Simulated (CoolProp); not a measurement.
Vapour-liquid equilibrium of hydrogen sulfide (1) + propane (2) at 226.3 K; x and y are mole fractions of (1).

Model: multi-fluid Helmholtz-energy mixture model, Lemmon 2006 and Lemmon 2009; pair parameters Kunz 2012, in CoolProp.

```json
[
 {"x": "0.05", "bubble pressure (MPa)": "0.1111", "y at the bubble point": "0.290", "dew pressure at overall composition x (MPa)": "0.08575", "liquid density (mol/L)": "13.57"},
 {"x": "0.15", "bubble pressure (MPa)": "0.1521", "y at the bubble point": "0.519", "dew pressure at overall composition x (MPa)": "(withheld)", "liquid density (mol/L)": "14.21"},
 {"x": "0.25", "bubble pressure (MPa)": "(withheld)", "y at the bubble point": "0.613", "dew pressure at overall composition x (MPa)": "0.1059", "liquid density (mol/L)": "15.00"},
 {"x": "0.35", "bubble pressure (MPa)": "0.1916", "y at the bubble point": "0.664", "dew pressure at overall composition x (MPa)": "0.1197", "liquid density (mol/L)": "15.96"},
 {"x": "0.45", "bubble pressure (MPa)": "0.2002", "y at the bubble point": "0.697", "dew pressure at overall composition x (MPa)": "0.1373", "liquid density (mol/L)": "17.10"},
 {"x": "0.55", "bubble pressure (MPa)": "0.2054", "y at the bubble point": "0.721", "dew pressure at overall composition x (MPa)": "0.1598", "liquid density (mol/L)": "18.45"},
 {"x": "0.65", "bubble pressure (MPa)": "0.2087", "y at the bubble point": "0.743", "dew pressure at overall composition x (MPa)": "0.1875", "liquid density (mol/L)": "20.01"},
 {"x": "0.75", "bubble pressure (MPa)": "(withheld)", "y at the bubble point": "0.770", "dew pressure at overall composition x (MPa)": "0.2093", "liquid density (mol/L)": "21.80"},
 {"x": "0.85", "bubble pressure (MPa)": "0.2096", "y at the bubble point": "0.815", "dew pressure at overall composition x (MPa)": "0.2073", "liquid density (mol/L)": "23.81"},
 {"x": "0.95", "bubble pressure (MPa)": "0.2018", "y at the bubble point": "0.908", "dew pressure at overall composition x (MPa)": "0.1972", "liquid density (mol/L)": "(withheld)"}
]
```

Some entries are withheld; supply them.


- 0.15, dew pressure at overall composition x (MPa): 0.09481
- 0.25, bubble pressure (MPa): 0.1769
- 0.75, bubble pressure (MPa): 0.2104
- 0.95, liquid density (mol/L): 26.00

y crosses x between x = 0.75 and 0.85: the model has an azeotrope there.

Pair parameters are fitted to limited data, so mixtures are less certain than the pure fluids. With so large a gap from Raoult's law the liquid may split in two, which this calculation doesn't test in full.
